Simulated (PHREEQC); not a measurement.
A solution holds 2.3 mmol/kgw HBr, 3.2 mmol/kgw FeCl3 and 0.071 mmol/kgw KCl, at 16 °C. Closed to the air; pH follows from the charge balance.

Model: ion-association model, phreeqc.dat, run in PHREEQC.

The pH is 2.47. The ionic strength is 0.0187 mol/kgw and the total alkalinity is -8.70 meq/kg.

```tsv
species	molality	activity	log γ
Cl-	0.00948	0.00828	-0.059
H+	0.00378	0.00338	-0.049
Br-	0.00230	0.00200	-0.061
Fe+3	0.00159	0.000577	-0.441
FeOH+2	0.00107	0.000639	-0.225
FeCl+2	0.000180	0.000107	-0.225
Fe2(OH)2+4	0.000135	1.61e-5	-0.922
K+	7.10e-5	6.20e-5	-0.059
Fe(OH)2+	5.00e-5	4.40e-5	-0.055
Fe3(OH)4+5	9.64e-6	3.49e-7	-1.441
FeCl2+	6.07e-6	5.33e-6	-0.056
FeCl3	4.40e-9	4.42e-9	0.002
Fe(OH)3	1.12e-9	1.12e-9	0.002
```

Precipitation was switched off in this run. The solution is supersaturated, for example in Hematite (slow to form), Goethite (slow to form), so a real one may precipitate; this is no full list. Complexes and solids missing from the database can't appear.
